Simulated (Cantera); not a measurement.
Charge: 1 mol TiO2, 640 mol H2, 3.8 mol H2O, held at 1 atm.

Equilibrium computed with Cantera from the NASA thermochemical tables; the gas is ideal and each condensed phase is pure. Candidate condensed phases: H2O, Ti, TiO, TiO2, Ti2O3, Ti3O5, Ti4O7; 12 gas species. Mutual solubility and eutectic melting of coexisting phases are not modelled. Condensed phases not in the tables: Magnéli phases beyond Ti4O7. The numbers say what is thermodynamically allowed, not how fast it happens.

x: gas mole fraction; n: condensed amount in mol.

| T (°C) | x H2 | x H2O | x H | x OH | x TiO | x TiO2 | n TiO2(rutile) | n Ti4O7(s) | n Ti3O5(s) |
|---|---|---|---|---|---|---|---|---|---|
| 1075 | 0.994 | 0.00590 | 2.29e-6 | 2.19e-10 | <1e-12 | <1e-12 | 1.00 | 0 | 0 |
| 1125 | 0.994 | 0.00629 | 4.69e-6 | 5.85e-10 | <1e-12 | <1e-12 | 0 | 0.250 | 0 |
| 1175 | 0.994 | 0.00629 | … | … | <1e-12 | <1e-12 | 0 | 0.250 | 0 |
| 1225 | 0.994 | 0.00629 | 1.70e-5 | 3.06e-9 | <1e-12 | <1e-12 | 0 | 0.250 | 0 |
| 1275 | 0.994 | 0.00636 | 3.05e-5 | 6.52e-9 | 1.05e-12 | 3.34e-12 | 0 | 0.116 | 0.179 |
| 1325 | 0.994 | 0.00642 | 5.27e-5 | 1.33e-8 | 5.39e-12 | 1.33e-11 | 0 | 0 | 0.333 |
| 1375 | 0.993 | 0.00642 | 8.82e-5 | 2.56e-8 | 2.52e-11 | 4.85e-11 | 0 | 0 | 0.333 |
| 1425 | 0.993 | 0.00642 | … | … | … | … | 0 | 0 | 0.333 |
| 1475 | 0.993 | 0.00642 | 0.000226 | 8.53e-8 | 4.18e-10 | 5.12e-10 | 0 | 0 | 0.333 |
| 1525 | 0.993 | 0.00642 | 0.000349 | 1.48e-7 | 1.51e-9 | 1.50e-9 | 0 | 0 | 0.333 |
| 1575 | 0.993 | 0.00642 | 0.000525 | 2.50e-7 | 5.06e-9 | 4.13e-9 | 0 | 0 | 0.333 |
| 1625 | 0.993 | 0.00642 | 0.000774 | 4.09e-7 | 1.59e-8 | 1.08e-8 | 0 | 0 | 0.333 |
| 1675 | 0.992 | 0.00642 | 0.00112 | 6.54e-7 | 4.68e-8 | 2.67e-8 | 0 | 0 | 0.333 |
| 1725 | 0.992 | 0.00641 | 0.00159 | 1.02e-6 | 1.31e-7 | 6.29e-8 | 0 | 0 | 0.333 |

Question: Some entries are withheld; supply them.

Answer: 
- 1175, x H: 9.13e-6
- 1175, x OH: 1.38e-9
- 1425, x H: 0.000143
- 1425, x OH: 4.76e-8
- 1425, x TiO: 1.07e-10
- 1425, x TiO2: 1.63e-10
